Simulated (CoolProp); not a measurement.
Model: reference Helmholtz-energy equation of state, Marx 1992, in CoolProp.

For R113, give the phase and the Z, cv (kJ/(kg K)), expansivity (1/kK) at 63.15 °C and 1270 kPa; 63.15 °C and 3820 kPa; 63.15 °C and 4240 kPa.


- 63.15 °C and 1270 kPa: liquid; Z 0.0578, cv 0.702, expansivity 1.73
- 63.15 °C and 3820 kPa: liquid; Z 0.173, cv 0.703, expansivity 1.65
- 63.15 °C and 4240 kPa: liquid; Z 0.191, cv 0.703, expansivity 1.64
